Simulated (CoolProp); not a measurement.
Octamethylcyclotetrasiloxane (D4) along the isotherm 620 K: Z from the reference equation and from simpler models built on Tc = 586.5 K, pc = 1.347 MPa, ω = 0.598; each cubic takes its own stable root.

The numbers come from the reference Helmholtz-energy equation of state, Thol 2015 in CoolProp.

```json
[
 {"p (MPa)": "0.0107", "phase": "gas", "reference": "0.9977", "van der Waals": "0.9979", "Redlich-Kwong": "0.9977", "Soave-Redlich-Kwong": "0.9978", "Peng-Robinson": "0.9975"},
 {"p (MPa)": "0.018", "phase": "gas", "reference": "0.9962", "van der Waals": "0.9965", "Redlich-Kwong": "0.9961", "Soave-Redlich-Kwong": "0.9964", "Peng-Robinson": "0.9959"},
 {"p (MPa)": "0.0303", "phase": "gas", "reference": "0.9936", "van der Waals": "0.9941", "Redlich-Kwong": "0.9935", "Soave-Redlich-Kwong": "0.9939", "Peng-Robinson": "0.9930"},
 {"p (MPa)": "0.0512", "phase": "gas", "reference": "0.9891", "van der Waals": "0.9901", "Redlich-Kwong": "0.9889", "Soave-Redlich-Kwong": "0.9896", "Peng-Robinson": "0.9882"},
 {"p (MPa)": "0.0864", "phase": "gas", "reference": "0.9816", "van der Waals": "0.9831", "Redlich-Kwong": "0.9812", "Soave-Redlich-Kwong": "0.9824", "Peng-Robinson": "0.9801"},
 {"p (MPa)": "0.146", "phase": "gas", "reference": "0.9687", "van der Waals": "0.9712", "Redlich-Kwong": "0.9680", "Soave-Redlich-Kwong": "0.9701", "Peng-Robinson": "0.9662"},
 {"p (MPa)": "0.246", "phase": "gas", "reference": "0.9465", "van der Waals": "0.9507", "Redlich-Kwong": "0.9453", "Soave-Redlich-Kwong": "0.9490", "Peng-Robinson": "0.9425"},
 {"p (MPa)": "0.415", "phase": "gas", "reference": "0.9075", "van der Waals": "0.9143", "Redlich-Kwong": "0.9055", "Soave-Redlich-Kwong": "0.9122", "Peng-Robinson": "0.9014"},
 {"p (MPa)": "0.701", "phase": "gas", "reference": "0.8369", "van der Waals": "0.8463", "Redlich-Kwong": "0.8328", "Soave-Redlich-Kwong": "0.8459", "Peng-Robinson": "0.8284"},
 {"p (MPa)": "1.18", "phase": "gas", "reference": "0.7011", "van der Waals": "0.7021", "Redlich-Kwong": "0.6873", "Soave-Redlich-Kwong": "0.7190", "Peng-Robinson": "0.6923"},
 {"p (MPa)": "2", "phase": "supercritical", "reference": "0.4000", "van der Waals": "0.3829", "Redlich-Kwong": "0.3652", "Soave-Redlich-Kwong": "0.4534", "Peng-Robinson": "0.4243"},
 {"p (MPa)": "3.37", "phase": "supercritical", "reference": "0.4011", "van der Waals": "0.5152", "Redlich-Kwong": "0.4359", "Soave-Redlich-Kwong": "0.4663", "Peng-Robinson": "0.4250"}
]
```
